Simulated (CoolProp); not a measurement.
Vapour-liquid equilibrium of diethyl ether (1) + ethanol (2) at 1.15 bar; x and y are mole fractions of (1).

Computed with CoolProp (multi-fluid Helmholtz-energy mixture model, Thol 2014 and Schroeder 2014; pair parameters Bell 2016).

| x | bubble temperature (K) | y at the bubble point | dew temperature at overall composition x (K) | liquid density (mol/L) |
|---|---|---|---|---|
| 0.05 | 347.2 | 0.287 | 353.6 | 15.51 |
| 0.15 | [?] | 0.595 | 351.1 | 14.68 |
| 0.25 | 328.6 | 0.732 | 348.4 | 13.87 |
| 0.35 | 324.0 | 0.802 | 345.3 | 13.10 |
| 0.45 | [?] | 0.842 | 341.8 | 12.37 |
| 0.55 | 318.7 | 0.871 | 337.9 | [?] |
| 0.65 | 317.0 | 0.895 | 333.2 | 11.08 |
| 0.75 | 315.4 | 0.918 | [?] | 10.52 |
| 0.85 | 313.7 | 0.946 | 320.3 | 10.01 |
| 0.95 | 312.1 | 0.979 | 313.5 | 9.553 |

Q: Fill in the missing entries.

A: 
- 0.15, bubble temperature (K): 335.8
- 0.45, bubble temperature (K): 320.9
- 0.55, liquid density (mol/L): 11.69
- 0.75, dew temperature at overall composition x (K): 327.4

No azeotrope shows between x = 0.05 and 0.95.

Pair parameters are fitted to limited data, so mixtures are less certain than the pure fluids.
